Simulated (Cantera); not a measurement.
Input: 1 mol Nb₂O₅, 6.3 mol H₂, 1.7 mol H₂O, equilibrated at 1798.15 K and 0.0120 bar.

These are equilibrium values from Cantera (NASA tables, ideal gas, pure condensed phases), not measurements of a reactor. Candidate condensed phases: H₂O, Nb, NbO, NbO₂, Nb₂O₅; 12 gas species. Condensed phases not in the tables: the oxides between NbO₂ and Nb₂O₅. Rates play no part.

Base state: H₂ 0.785, H₂O 0.212, H 0.00285, OH 5.07e-5 (mole fractions); condensed: Nb₂O₅(l).

**Question.** What changes in the equilibrium state with this change: Nb₂O₅ replaced by Fe₂O₃?

**Answer.** 
```
species         before    after
-------------  -------  -------
H₂               0.785    0.657
H₂O              0.212    0.338
H              0.00285  0.00261
Fe                   0  0.00211
Fe(OH)₂              0  4.83e-5
FeO                  0  1.26e-5
OH             5.07e-5  8.83e-5
Nb₂O₅(l), mol    1.000        0
FeO(l), mol          0     1.98
```
The tables' stoichiometric FeO is somewhat more stable than real wüstite, so its field is too wide. FeO: taken at fixed stoichiometry. Further candidate phases: Fe, FeO, Fe(OH)₂, Fe(OH)₃, Fe₂O₃, Fe₃O₄.

**Question.** What changes in the equilibrium state with this change: temperature from 1798.15 K to 1150 K?

**Answer.** 
```json
[
 {"species": "H₂", "before": "0.785", "after": "0.787"},
 {"species": "H₂O", "before": "0.212", "after": "0.212"},
 {"species": "H", "before": "0.00285", "after": "6.04e-7"},
 {"species": "OH", "before": "5.07e-5", "after": "<1e-9"},
 {"species": "Nb₂O₅(l), mol", "before": "1.000", "after": "0"},
 {"species": "Nb₂O₅(s), mol", "before": "0", "after": "1.00"}
]
```
